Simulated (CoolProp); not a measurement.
Vapour-liquid equilibrium of 1-butene (1) + acetone (2) at 235.7 K; x and y are mole fractions of (1).

Values from CoolProp's multi-fluid Helmholtz-energy mixture model, Lemmon 2005 and Lemmon 2006; pair parameters Bell 2016.

| x | bubble pressure, mixture model (bar) | bubble pressure, Raoult's law (bar) | y, mixture model | y, Raoult's law |
|---|---|---|---|---|
| 0.05 | 0.06082 | 0.02080 | 0.862 | 0.600 |
| 0.2 | 0.1603 | 0.05691 | 0.953 | 0.877 |
| 0.35 | 0.2004 | 0.09303 | 0.965 | 0.939 |
| 0.5 | 0.2122 | 0.1291 | 0.968 | 0.966 |
| 0.65 | 0.2160 | 0.1653 | 0.970 | 0.981 |
| 0.8 | 0.2234 | 0.2014 | 0.974 | 0.991 |
| 0.95 | 0.2409 | 0.2375 | 0.989 | 0.998 |

The largest gap from Raoult's law is +192.4 % in bubble pressure, at x = 0.05. No azeotrope shows between x = 0.05 and 0.95.

The pair parameters rest on a limited set of measurements; away from them the model extrapolates. With so large a gap from Raoult's law the liquid may split in two, which this calculation doesn't test in full.
